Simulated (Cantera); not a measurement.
Input (Python, Cantera) and output of one run.

```python
import numpy as np
import cantera as ct

gas_names = """
    C CH CH2 CH3 CH2OH CH3O CH4 CH3OH CO CO2 COOH C2 C2H CHCO,ketyl C2H2,acetylene C2H2,vinylidene
    CH2CO,ketene C2H3,vinyl CH3CO,acetyl C2H4 C2H4O,ethylen CH3CHO,ethanal CH3COOH (HCOOH)2 C2H5 C2H6
    CH3OCH3 C2H5OH C2O C3 C3H3,propargyl C3H4,allene C3H4,propyne C3H4,cyclo- C3H5,allyl C3H6,propylene
    C3H6,cyclo- C3H6O C3H7,n-propyl C3H7,i-propyl C3H8 C3H8O,1propanol C3H8O,2propanol C3O2 C4 C4H2
    C4H4,1,3-cyclo- C4H6,butadiene C4H6,2-butyne C4H6,cyclo- C4H8,1-butene C4H8,cis2-buten
    C4H8,tr2-butene C4H8,isobutene C4H8,cyclo- (CH3COOH)2 C4H9,n-butyl C4H9,i-butyl C4H9,s-butyl
    C4H9,t-butyl C4H10,isobutane C4H10,n-butane C5 C5H6,1,3cyclo- C5H8,cyclo- C5H10,1-pentene
    C5H10,cyclo- C5H11,pentyl C5H11,t-pentyl C5H12,n-pentane C5H12,i-pentane CH3C(CH3)2CH3 C6H2
    C6H5,phenyl C6H5O,phenoxy C6H6 C6H5OH,phenol C6H10,cyclo- C6H12,1-hexene C6H12,cyclo- C6H13,n-hexyl
    C7H7,benzyl C7H8 C7H8O,cresol C7H14,1-heptene C7H15,n-heptyl C7H16,n-heptane C8H8,styrene
    C8H10,ethylbenz C8H16,1-octene C8H17,n-octyl C8H18,isooctane C8H18,n-octane C9H19,n-nonyl
    C10H8,naphthale C10H21,n-decyl C12H9,o-bipheny C12H10,bipheny H HCO HO2 H2 HCHO,formaldehy HCOOH H2O
    H2O2 O OH O2 O3 Ti TiO TiO2
""".split()
cond_names = """
    C(gr) C6H6(L) C7H8(L) C8H18(L),n-octa H2O(s) H2O(L) Ti(a) Ti(b) Ti(L) TiC(s) TiC(L) TiO(a) TiO(b)
    TiO(L) TiO2(ru) TiO2(L) Ti2O3(a) Ti2O3(b) Ti2O3(L) Ti3O5(a) Ti3O5(b) Ti3O5(L) Ti4O7(s) Ti4O7(L)
""".split()


def load(file, names, dense=False):
    # The tables refer to 1 bar. Condensed volumes are neglected.
    table = {s.name: s for s in ct.Species.list_from_file(file)}
    out = []
    for n in names:
        d = dict(table[n].input_data)
        d["thermo"] = dict(d["thermo"], **{"reference-pressure": 1e5})
        if dense:
            d["equation-of-state"] = {"model": "constant-volume", "density": "1e6 g/cm^3"}
        out.append(ct.Species.from_dict(d))
    return out


gas = ct.Solution(thermo="ideal-gas", species=load("nasa_gas.yaml", gas_names))
cond = {s.name: ct.Solution(thermo="fixed-stoichiometry", species=[s], name=s.name)
        for s in load("nasa_condensed.yaml", cond_names, dense=True)}
atoms = {
    'Ti(OiPr)4': {'Ti': 1, 'C': 12, 'H': 28, 'O': 4},
    'C3H8': {'C': 3, 'H': 8},
    'H2': {'H': 2},
}
top_T = {'C(gr)': 4500}  # K; cautious upper limits of use, not melting points


def equilibrate(T, P, feed):
    n = {}
    for name, mol in feed.items():
        for a, k in atoms[name].items():
            n[a] = n.get(a, 0.0) + k * mol
    gas.TPX = T, P, n
    mass = sum(n.values()) * gas.mean_molecular_weight
    gas.equilibrate("TP")
    valid = [c for c in cond.values() if c.min_temp <= T <= top_T.get(c.name, c.max_temp)]
    mix = ct.Mixture([(gas, mass / gas.mean_molecular_weight)] + [(c, 0.0) for c in valid])
    mix.T, mix.P = T, P
    mix.equilibrate("TP", solver="vcs", rtol=1e-11, max_steps=5000)
    return mix


results = []
feed = {'Ti(OiPr)4': 1, 'C3H8': 1.3, 'H2': 25}  # mol
T = 2175  # K
P = 12  # Pa
mix = equilibrate(T, P, feed)
results.append((T, P, feed, dict(zip(mix.species_names, mix.species_moles))))
print(gas.report(threshold=1e-06))
for i in range(1, mix.n_phases):
    print(f"{mix.phase(i).name:16s} {mix.phase_moles(i):12.5e} mol")
```

Result:

```
       temperature   2175 K
          pressure   12 Pa
           density   2.3218e-06 kg/m^3
  mean mol. weight   3.499 kg/kmol
   phase of matter   gas

                          1 kg             1 kmol
                     ---------------   ---------------
          enthalpy        3.4251e+07        1.1984e+08  J
   internal energy        2.9082e+07        1.0176e+08  J
           entropy             76205        2.6664e+05  J/K
    Gibbs function        -1.315e+08        -4.601e+08  J
 heat capacity c_p            8623.5             30174  J/K
 heat capacity c_v            6247.3             21859  J/K

                      mass frac. Y      mole frac. X     chem. pot. / RT
                     ---------------   ---------------   ---------------
                 C        2.7861e-05        8.1164e-06           -2.9474
                CO           0.55071          0.068794           -45.809
                C2        7.1988e-06        1.0486e-06           -5.8948
               C2H        0.00017611        2.4619e-05            -20.55
    C2H2,acetylene         0.0097647         0.0013122           -35.205
                C3         0.0001242        1.2061e-05           -8.8421
              C4H2        1.7037e-05        1.1908e-06             -41.1
                 H          0.098443           0.34172           -14.655
                H2           0.33878           0.58799            -29.31
                Ti         0.0019504        0.00014257           -16.405
     [ +103 minor]        4.2784e-06        7.8189e-07

C(gr)             1.07498e+01 mol
Ti(L)             0.00000e+00 mol
TiC(s)            9.91710e-01 mol
TiO(L)            0.00000e+00 mol
TiO2(L)           0.00000e+00 mol
Ti2O3(L)          0.00000e+00 mol
Ti3O5(L)          0.00000e+00 mol
Ti4O7(L)          0.00000e+00 mol
```

Equilibrium computed with Cantera from the NASA thermochemical tables; the gas is ideal and each condensed phase is pure. The feed counts by its element totals alone. TiC: taken at fixed stoichiometry.
